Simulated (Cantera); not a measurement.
What does this Cantera script print?

```python
import numpy as np
import cantera as ct

gas_names = [...]  # 151 gases of nasa_gas.yaml made of C, H, N, O, Si
cond_names = """
    C(gr) C6H6(L) C7H8(L) C8H18(L),n-octa H2O(s) H2O(L) Si(cr) Si(L) SiC(b) SiO2(Lqz) SiO2(hqz) SiO2(L)
    Si2N2O(s) Si3N4(a)
""".split()


# ... load() reads the species with a 1 bar reference pressure and builds the phases ...
atoms = {
    'TEOS': {'Si': 1, 'C': 8, 'H': 20, 'O': 4},
    'NO': {'N': 1, 'O': 1},
}
top_T = {'C(gr)': 4500, 'SiC(b)': 3050, 'Si2N2O(s)': 2100, 'Si3N4(a)': 2400}  # K; cautious upper limits of use, not melting points


# ... equilibrate(T, P, feed) seeds the gas with the atoms and calls Mixture.equilibrate('TP', solver="vcs", rtol=1e-11, max_steps=5000) ...
results = []
feed = {'TEOS': 1, 'NO': 4.7}  # mol
T = 1375  # K
P = 2400  # Pa
mix = equilibrate(T, P, feed)
results.append((T, P, feed, dict(zip(mix.species_names, mix.species_moles))))
print(gas.report(threshold=1e-05))
for i in range(1, mix.n_phases):
    print(f"{mix.phase(i).name:16s} {mix.phase_moles(i):12.5e} mol")
```

Result:

```
       temperature   1375 K
          pressure   2400 Pa
           density   0.0031407 kg/m^3
  mean mol. weight   14.961 kg/kmol
   phase of matter   gas

                          1 kg             1 kmol
                     ---------------   ---------------
          enthalpy       -7.3914e+05       -1.1058e+07  J
   internal energy       -1.5033e+06        -2.249e+07  J
           entropy             16629        2.4878e+05  J/K
    Gibbs function       -2.3604e+07       -3.5314e+08  J
 heat capacity c_p            2222.3             33246  J/K
 heat capacity c_v            1666.5             24932  J/K

                      mass frac. Y      mole frac. X     chem. pot. / RT
                     ---------------   ---------------   ---------------
               CH4        1.8804e-05        1.7535e-05           -48.116
                CO           0.75191           0.40161           -40.807
               CO2        4.3503e-05        1.4789e-05           -79.043
                 H        1.0559e-06        1.5671e-05           -11.386
               HCN        9.3358e-05         5.168e-05           -29.868
                H2          0.067648           0.50201           -22.772
               H2O        4.6025e-05        3.8221e-05           -61.007
                N2           0.18018          0.096225           -31.819
               SiO        5.3002e-05        1.7987e-05            -51.81
     [ +142 minor]        1.8475e-06        1.1292e-06

C(gr)             0.00000e+00 mol
Si(cr)            0.00000e+00 mol
SiC(b)            0.00000e+00 mol
SiO2(hqz)         1.33445e-01 mol
Si2N2O(s)         4.33098e-01 mol
Si3N4(a)          0.00000e+00 mol
```

These are equilibrium values from Cantera (NASA tables, ideal gas, pure condensed phases), not measurements of a reactor. The feed counts by its element totals alone. Mutual solubility and eutectic melting of coexisting phases are not modelled. The tables hold silica as quartz up to 1696 K and as liquid above; real silica turns to tridymite and cristobalite and melts near 1996 K.
